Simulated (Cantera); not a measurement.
A diamond (100) surface in a fixed gas of H2 with x(CH4) = 0.0089, x(CH3) = 0.0018, at 1325 K, 1900 Pa; coverages are run to steady state.

Detailed kinetics in Cantera: the Harris–Goodwin 1993 mechanism for the reconstructed diamond (100) surface.

θ: site fractions in the mechanism's names (c6HH fully hydrogenated, c6H* and c6*H radical sites, c6** diradical, c6HM methylated).

```json
[
 {"x(H)": "0.0001", "growth (µm/h)": "0.0541", "θ c6HH": "0.671", "θ c6H*": "0.0286", "θ c6*H": "0.293", "θ c6**": "0.00363", "θ c6HM": "0.000353"},
 {"x(H)": "0.00024", "growth (µm/h)": "0.291", "θ c6HH": "0.542", "θ c6H*": "0.0391", "θ c6*H": "0.401", "θ c6**": "0.00955", "θ c6HM": "0.000499"},
 {"x(H)": "0.0006", "growth (µm/h)": "1.08", "θ c6HH": "0.449", "θ c6H*": "0.0462", "θ c6*H": "0.474", "θ c6**": "0.0194", "θ c6HM": "0.000643"},
 {"x(H)": "0.0015", "growth (µm/h)": "[?]", "θ c6HH": "0.400", "θ c6H*": "0.0496", "θ c6*H": "0.509", "θ c6**": "[?]", "θ c6HM": "[?]"},
 {"x(H)": "0.0036", "growth (µm/h)": "4.38", "θ c6HH": "0.378", "θ c6H*": "0.0510", "θ c6*H": "0.523", "θ c6**": "0.0403", "θ c6HM": "0.000916"},
 {"x(H)": "0.0087", "growth (µm/h)": "[?]", "θ c6HH": "0.368", "θ c6H*": "0.0516", "θ c6*H": "0.529", "θ c6**": "0.0466", "θ c6HM": "0.000990"},
 {"x(H)": "0.021", "growth (µm/h)": "8.58", "θ c6HH": "0.363", "θ c6H*": "0.0519", "θ c6*H": "0.531", "θ c6**": "0.0500", "θ c6HM": "0.000998"},
 {"x(H)": "0.052", "growth (µm/h)": "12.8", "θ c6HH": "0.361", "θ c6H*": "0.0521", "θ c6*H": "0.532", "θ c6**": "0.0516", "θ c6HM": "0.000928"},
 {"x(H)": "0.13", "growth (µm/h)": "20.1", "θ c6HH": "0.361", "θ c6H*": "0.0525", "θ c6*H": "0.533", "θ c6**": "0.0524", "θ c6HM": "0.000764"}
]
```

Q: Fill in the missing entries.

A: 
- 0.0015, growth (µm/h): 2.59
- 0.0015, θ c6**: 0.0308
- 0.0015, θ c6HM: 0.000791
- 0.0087, growth (µm/h): 6.23
